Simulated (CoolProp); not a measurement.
Vapour-liquid equilibrium of ethylene (1) + propane (2) at 211.4 K; x and y are mole fractions of (1).

Values from CoolProp's multi-fluid Helmholtz-energy mixture model, Smukala 2000 and Lemmon 2009; pair parameters Bell 2016.

| x | bubble pressure (MPa) | y at the bubble point | dew pressure at overall composition x (MPa) | liquid density (mol/L) |
|---|---|---|---|---|
| 0.05 | 0.07495 | 0.499 | 0.04086 | 13.86 |
| 0.2 | 0.1826 | [?] | 0.04819 | 14.45 |
| 0.35 | 0.2859 | 0.900 | 0.05871 | 15.05 |
| 0.5 | 0.3834 | 0.939 | 0.07507 | 15.69 |
| 0.65 | 0.4769 | 0.962 | 0.1040 | 16.34 |
| 0.8 | [?] | 0.980 | 0.1687 | [?] |
| 0.95 | 0.6713 | 0.995 | 0.4246 | [?] |

Q: What belongs in the gaps?

A: 
- 0.2, y at the bubble point: 0.818
- 0.8, bubble pressure (MPa): 0.5707
- 0.8, liquid density (mol/L): 17.01
- 0.95, liquid density (mol/L): 17.68

No azeotrope shows between x = 0.05 and 0.95.

Pair parameters are fitted to limited data, so mixtures are less certain than the pure fluids. The gap from Raoult's law changes sign with composition, which may be real or a fault of the pair parameters; it wasn't checked against measurements.
